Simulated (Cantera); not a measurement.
An adiabatic, constant-volume homogeneous reactor starts with 12.2 % H₂, 18.5 % O₂, 69.3 % N₂, equivalence ratio 0.33, at 1475 K and 1050 Torr.

Model: the H2/O2 subset of GRI-Mech 3.0, which has no nitrogen chemistry, integrated in Cantera.

Task: Predict: time of steepest temperature rise; temperature at 9.00 s; equilibrium temperature; x(H₂) at 9.00 s; x(O₂) at 9.00 s; x(H) at 9.00 s; x(OH) at 9.00 s; x(O) at 9.00 s; x(H₂O) at 9.00 s.

Result: 
- time of steepest temperature rise: 12.3 µs
- temperature at 9.00 s: 2448 K
- equilibrium temperature: 2448 K
- x(H₂) at 9.00 s: 0.00107 (gas-phase equilibrium 0.00107)
- x(O₂) at 9.00 s: 0.128 (gas-phase equilibrium 0.128)
- x(H) at 9.00 s: 0.000443 (gas-phase equilibrium 0.000443)
- x(OH) at 9.00 s: 0.00989 (gas-phase equilibrium 0.00989)
- x(O) at 9.00 s: 0.00272 (gas-phase equilibrium 0.00272)
- x(H₂O) at 9.00 s: 0.123 (gas-phase equilibrium 0.123)
